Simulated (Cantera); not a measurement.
A perfectly stirred reactor is fed with CH4 : CO : O2 : N2 = 1 : 1 : 4.03 : 19 (molar parts), at 0.640 bar; it is adiabatic with a 350 K inlet, and is followed from long to short residence time, starting on the burning branch (τ in s: 0.24, 0.1, 0.046, 0.02, 0.0089, 0.0039, 0.0017, 0.00075, 0.00033, 0.00014, 6.4e-05, 2.8e-05).

Model: GRI-Mech 3.0 (53 species, 325 reactions), integrated in Cantera.

Task: Predict: blow-out, bracketed by the residence times tried; x(CH4) at τ = 0.240 s; x(CO) at τ = 0.240 s; x(O2) at τ = 0.240 s; x(O) at τ = 0.240 s; x(CH4) at τ = 1.70 ms; x(CO) at τ = 1.70 ms; x(O2) at τ = 1.70 ms; x(C2H2) at τ = 1.70 ms; x(O) at τ = 1.70 ms.

Result: 
* **blow-out, bracketed by the residence times tried**: burning at 0.750 ms, out at 0.330 ms
* **x(CH4) at τ = 0.240 s**: 8.12e-6
* **x(CO) at τ = 0.240 s**: 0.000503
* **x(O2) at τ = 0.240 s**: 0.0624
* **x(O) at τ = 0.240 s**: 0.000145
* **x(CH4) at τ = 1.70 ms**: 0.000251
* **x(CO) at τ = 1.70 ms**: 0.0123
* **x(O2) at τ = 1.70 ms**: 0.0680
* **x(C2H2) at τ = 1.70 ms**: 2.51e-9
* **x(O) at τ = 1.70 ms**: 0.00214
